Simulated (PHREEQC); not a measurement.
A PHREEQC speciation (ion-association model, wateq4f.dat) at 20 °C gives pH 5.74 and these molalities:

```csv
species,mol/kgw
Cl-,0.246
Ni+2,0.114
NiCl+,0.0186
NiCl2,0.00750
```

Q: What are the element totals, and what could have been dissolved in 1 kg of water to give them?

A: One answer among several that fit: totals Cl 0.280, Ni 0.140 mol/kgw, from 0.14 mol/kgw NiCl2.

Precipitation was switched off in this run. Species that the database lacks are ignored.
